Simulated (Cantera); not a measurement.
Cantera run, input and output.

```python
import numpy as np
import cantera as ct

gas = ct.Solution("gri30.yaml")


def delay(T, t_max=10):
    gas.TPX = T, 120000, {'CH4': 1, 'C2H6': 0.17, 'C3H8': 0.039, 'O2': 2.94, 'N2': 13.8, 'CO2': 0.38}
    reactor = ct.IdealGasReactor(gas, clone=False)
    net = ct.ReactorNet([reactor])
    net.rtol, net.atol = 1e-8, 1e-16
    while net.time < t_max:
        t_old, T_old = net.time, reactor.T
        net.step()
        if reactor.T > T + 400:  # ignition: a rise of 400 K
            return t_old + (T + 400 - T_old) / (reactor.T - T_old) * (net.time - t_old)
    return np.nan


taus = []
for T in [1000, 1100, 1200, 1300, 1400, 1500, 1600, 1700, 1800]:
    taus.append(delay(T))
    print(f"T0 = {T:6g} K   tau = {taus[-1]:.4e} s")
```

Result:

```
T0 =   1000 K   tau = 8.8631e-02 s
T0 =   1100 K   tau = 1.2619e-02 s
T0 =   1200 K   tau = 2.9235e-03 s
T0 =   1300 K   tau = 9.1762e-04 s
T0 =   1400 K   tau = 3.3783e-04 s
T0 =   1500 K   tau = 1.4140e-04 s
T0 =   1600 K   tau = 6.7484e-05 s
T0 =   1700 K   tau = 3.6452e-05 s
T0 =   1800 K   tau = 2.1904e-05 s
```

Detailed kinetics in Cantera: GRI-Mech 3.0 (53 species, 325 reactions).
